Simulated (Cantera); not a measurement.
# Pyrogenic steam for wet oxidation

An isothermal, constant-pressure homogeneous reactor starts with 34.0 % H2, 20.0 % O2, 46.0 % N2, equivalence ratio 0.85, at 825 K and 13300 Pa.

Model: the H2/O2 subset of GRI-Mech 3.0, which has no nitrogen chemistry, integrated in Cantera. Radical loss at walls, strong at low pressure, is not modelled. Below about 950 K walls govern HO2 and H2O2 in real vessels. The temperature is held fixed by assumption; the heat of reaction is taken as removed at once.

| t (s) | x H2 | x O2 | x H2O2 | x OH | x HO2 | x O |
|---|---|---|---|---|---|---|
| 0.000300 | 0.340 | 0.200 | <1e-12 | <1e-12 | 1.06e-11 | <1e-12 |
| 0.000693 | 0.340 | 0.200 | <1e-12 | <1e-12 | 4.47e-11 | 1.64e-12 |
| 0.00160 | 0.340 | 0.200 | <1e-12 | 1.79e-12 | 3.35e-10 | 9.34e-12 |
| 0.00370 | 0.340 | 0.200 | 1.78e-11 | 4.91e-11 | 1.07e-8 | 2.57e-10 |
| 0.00854 | 0.340 | 0.200 | 1.63e-7 | 2.57e-7 | 1.77e-5 | 8.49e-7 |
| 0.0197 | 0.162 | 0.114 | 1.51e-5 | 2.31e-8 | 4.10e-5 | 3.89e-8 |
| 0.0456 | 0.162 | 0.114 | 3.08e-5 | 3.67e-10 | 1.19e-5 | 8.68e-10 |
| 0.105 | 0.162 | 0.114 | 3.52e-5 | 2.64e-10 | 5.56e-6 | 6.46e-10 |
| 0.243 | 0.162 | 0.114 | 3.81e-5 | 2.61e-10 | 4.33e-6 | 6.35e-10 |
| 0.562 | 0.162 | 0.114 | 4.34e-5 | 2.97e-10 | 4.52e-6 | 7.12e-10 |
| 1.30 | 0.162 | 0.114 | 5.73e-5 | 3.95e-10 | 5.16e-6 | 9.22e-10 |
| 3.00 | 0.162 | 0.114 | 9.99e-5 | 7.10e-10 | 6.70e-6 | 1.56e-9 |
x: mole fraction; the columns are a selection and need not sum to one.

Equilibrium at this temperature and pressure: H2 <1e-12, O2 0.0361, H2O2 5.34e-12, OH 3.95e-9, HO2 1.02e-11, O <1e-12 (gas phase only).
